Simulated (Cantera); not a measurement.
A perfectly stirred reactor is fed with 12.7 % CH4, 2.16 % H2, 16.5 % O2, 62.3 % N2, 6.35 % CO2, equivalence ratio 1.6, at 188 Torr; it is adiabatic with a 350 K inlet, and is followed from long to short residence time, starting on the burning branch (τ in s: 0.32, 0.093, 0.028, 0.0082, 0.0024, 0.00072, 0.00021, 6.3e-05, 1.9e-05).

Computed with Cantera and GRI-Mech 3.0 (53 species, 325 reactions).

One state of this run: T (K) = 1745; x CH4 = 0.00222; x H2 = 0.0686; x O2 = 0.00102; x C2H2 = 0.00146; x C2H4 = 4.50e-5; x NO = 2.10e-5; x C2H = 9.80e-8. x: mole fraction; the columns are a selection and need not sum to one.

### Question
Which value of τ (s) does it belong to?
(A) 6.3e-5
(B) 0.093
(C) 0.0024
(D) 0.00072

### Answer
B, 0.093
